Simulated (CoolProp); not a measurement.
Saturation properties of R142b.

The numbers come from the reference Helmholtz-energy equation of state, Lemmon 2006 in CoolProp. It is a short technical equation, of lower accuracy than the large ones.

```csv
T (°C),p (bar),vapour density (kg/m³),liquid cp (kJ/(kg K)),liquid viscosity (µPa s)
-72.15,0.02982,0.1799,1.131,834
-66.75,0.04461,0.2624,1.138,?
-61.25,0.06558,?,1.145,692
-55.75,?,0.5280,?,634
-50.35,?,0.7221,1.160,584
-44.85,0.1819,0.9754,1.168,?
-39.35,0.2467,1.296,1.177,?
-33.95,0.3275,1.687,1.186,463
-28.45,0.4304,2.176,1.195,430
```

### Question
Some entries are withheld; supply them.

### Answer

- -66.75, liquid viscosity (µPa s): 759
- -61.25, vapour density (kg/m³): 0.3763
- -55.75, p (bar): 0.09422
- -55.75, liquid cp (kJ/(kg K)): 1.152
- -50.35, p (bar): 0.1318
- -44.85, liquid viscosity (µPa s): 538
- -39.35, liquid viscosity (µPa s): 498

It boils at -9.1 °C under 1 atm.

Viscosity comes from a separate model (Huber 2003), an estimate that may be off by 10 % or more.
